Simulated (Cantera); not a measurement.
A Cantera script and what it prints.

```python
import numpy as np
import cantera as ct

gas_names = [...]  # 114 gases of nasa_gas.yaml made of C, Fe, H, O
cond_names = """
    C(gr) C6H6(L) C7H8(L) C8H18(L),n-octa Fe(a) Fe(c) Fe(d) Fe(L) FeC5O5(L) FeO(s) FeO(L) Fe(OH)2(s)
    Fe(OH)3(s) Fe2O3(s) Fe3O4(s) H2O(s) H2O(L)
""".split()


# ... load() reads the species with a 1 bar reference pressure and builds the phases ...
atoms = {
    'Fe2O3': {'Fe': 2, 'O': 3},
    'C': {'C': 1},
    'H2': {'H': 2},
}
top_T = {'C(gr)': 4500, 'Fe2O3(s)': 1830, 'Fe3O4(s)': 1870}  # K; cautious upper limits of use, not melting points


# ... equilibrate(T, P, feed) seeds the gas with the atoms and calls Mixture.equilibrate('TP', solver="vcs", rtol=1e-11, max_steps=5000) ...
results = []
feed = {'Fe2O3': 1, 'C': 4.7, 'H2': 0.87}  # mol
P = 16  # Pa
for T in [823, 973, 1123, 1273, 1423, 1573, 1723, 1873, 2023, 2173, 2323, 2473, 2623]:
    mix = equilibrate(T, P, feed)
    results.append((T, P, feed, dict(zip(mix.species_names, mix.species_moles))))

top = {s: max(r[3][s] / sum(r[3][g] for g in gas_names) for r in results) for s in gas_names}
cols = sorted((s for s in top if top[s] > 1e-06), key=lambda s: -top[s])[:9]
seen = [c for c in cond_names if any(r[3].get(c, 0) > 1e-12 for r in results)]
print("log10 of partial pressures in bar; condensed amounts in mol")
print(f"{'T/K':>10s}" + "".join(f"{s[:9]:>10s}" for s in cols + seen))
for T, P, feed, n in results:
    ng = sum(n[g] for g in gas_names)
    print(f"{T:10.4g}" + "".join(f"{np.log10(max(n[s] / ng * P / 1e5, 1e-99)):10.3f}" for s in cols)
          + "".join(f"{n.get(c, 0):10.4g}" for c in seen))
```

Result:

```
log10 of partial pressures in bar; condensed amounts in mol
       T/K        CO        Fe         H        H2        C3         C       CO2        C2       C2H     C(gr)     Fe(a)     Fe(c)     Fe(d)
       823    -3.910   -18.438   -13.356    -4.443   -41.681   -37.368    -6.139   -42.695   -30.937     1.719         2         0         0
       973    -3.907   -14.420   -11.188    -4.444   -33.474   -30.328    -7.812   -34.530   -25.397       1.7         2         0         0
      1123    -3.906   -11.507    -9.593    -4.444   -27.474   -25.169    -9.032   -28.552   -21.342       1.7         2         0         0
      1273    -3.906    -9.303    -8.369    -4.444   -22.900   -21.227    -9.956   -23.990   -18.247       1.7         0         2         0
      1423    -3.907    -7.574    -7.400    -4.444   -19.302   -18.118   -10.679   -20.395   -15.808       1.7         0     1.999         0
      1573    -3.909    -6.182    -6.615    -4.448   -16.399   -15.603   -11.262   -17.491   -13.838       1.7         0     1.984         0
      1723    -3.933    -5.040    -5.978    -4.478   -14.010   -13.528   -11.784   -15.097   -12.227       1.7         0         0     1.765
      1873    -4.092    -4.268    -5.519    -4.658   -12.011   -11.786   -12.492   -13.091   -10.953     1.699         0         0         0
      2023    -4.099    -4.275    -5.083    -4.722   -10.314   -10.304   -12.837   -11.385    -9.826     1.699         0         0         0
      2173    -4.112    -4.288    -4.751    -4.870    -8.857    -9.027   -13.145    -9.918    -8.901     1.697         0         0         0
      2323    -4.129    -4.305    -4.539    -5.151    -7.594    -7.917   -13.420    -8.644    -8.174     1.693         0         0         0
      2473    -4.141    -4.318    -4.438    -5.573    -6.488    -6.942   -13.655    -7.526    -7.623     1.648         0         0         0
      2623    -4.157    -4.333    -4.413    -6.074    -5.513    -6.079   -13.868    -6.538    -7.200     1.232         0         0         0
```

These are equilibrium values from Cantera (NASA tables, ideal gas, pure condensed phases), not measurements of a reactor. Iron dissolves carbon and melts from about 1420 K in contact with it, which pure phases cannot show. Condensed phases not in the tables: cementite and carbon dissolved in iron.
